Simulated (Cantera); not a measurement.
## Equilibrium for silicon carbide growth: CH3SiCl3 + HCl + H2

Feed: 1 mol CH3SiCl3, 1 mol HCl, 22 mol H2, equilibrated at 87.0 mbar.

Cantera equilibrium calculation (NASA polynomials, part measured and part estimated; ideal gas, pure solids and liquids). Candidate condensed phases: C, C6H6, C7H8, C8H18, Si, SiC; 109 gas species. The feed counts by its element totals alone. The tables' values for SiCl, SiCl3 are old estimates; treat these amounts as uncertain. Gases not in the tables: Si2H6 and higher silanes. Equilibrium is a limit: real reactors are often held back by kinetics, nucleation or transport.

From 1573 K to 2373 K the condensed part is C(graphite) + SiC(s). The main Si-bearing gas is SiCl2 throughout. The share of Si in condensed phases is highest at 1573 K (97.5 %) and lowest at 2373 K (66.8 %).

| T (K) | x H2 | x HCl | x H | x SiCl2 | x Cl | x C2H2 (acetylene) | x Si | n C(graphite) | n SiC(s) |
|---|---|---|---|---|---|---|---|---|---|
| 1573 | 0.847 | 0.152 | 0.000127 | 0.000881 | 1.81e-5 | 1.75e-5 | 6.05e-9 | 0.0214 | 0.975 |
| 1673 | 0.847 | 0.151 | 0.000355 | 0.00130 | 4.95e-5 | 4.83e-5 | 6.42e-8 | 0.0310 | 0.964 |
| 1773 | 0.847 | 0.150 | 0.000888 | 0.00181 | 0.000121 | 0.000119 | 5.20e-7 | 0.0410 | 0.951 |
| 1873 | 0.847 | 0.148 | 0.00201 | 0.00242 | 0.000267 | 0.000264 | 3.36e-6 | 0.0498 | 0.935 |
| 1973 | 0.845 | 0.147 | 0.00420 | 0.00311 | 0.000545 | 0.000541 | 1.80e-5 | 0.0545 | 0.916 |
| 2073 | 0.841 | 0.144 | 0.00818 | 0.00387 | 0.00103 | 0.00103 | 8.15e-5 | 0.0521 | 0.893 |
| 2173 | 0.835 | 0.141 | 0.0149 | 0.00466 | 0.00184 | 0.00184 | 0.000321 | 0.0405 | 0.860 |
| 2273 | 0.824 | 0.137 | 0.0258 | 0.00544 | 0.00310 | 0.00311 | 0.00112 | 0.0234 | 0.801 |
| 2373 | 0.804 | 0.131 | 0.0425 | 0.00613 | 0.00495 | 0.00495 | 0.00350 | 0.0208 | 0.668 |
x: gas mole fraction; n: condensed amount in mol.
